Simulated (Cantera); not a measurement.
An adiabatic, constant-volume homogeneous reactor starts with CO : H2 : CH4 : O2 : N2 = 1 : 0.24 : 0.18 : 2.04 : 7.68 (molar parts), at 950 K and 0.340 bar.

Model: GRI-Mech 3.0 (53 species, 325 reactions), integrated in Cantera. Below about 1000 K GRI-Mech 3.0 lacks low-temperature oxidation paths.

One state of this run: T (K) = 2332; P (bar) = 0.793; x CO = 0.00549; x H2 = 0.000486; x CH4 = <1e-12; x OH = 0.00526; x HCN = 1.50e-12. x: mole fraction; the columns are a selection and need not sum to one.

Q: Which value of t (s) does it belong to?
A. 1.05e-5
B. 0.000191
C. 0.000502
D. 0.165

A: D, 0.165
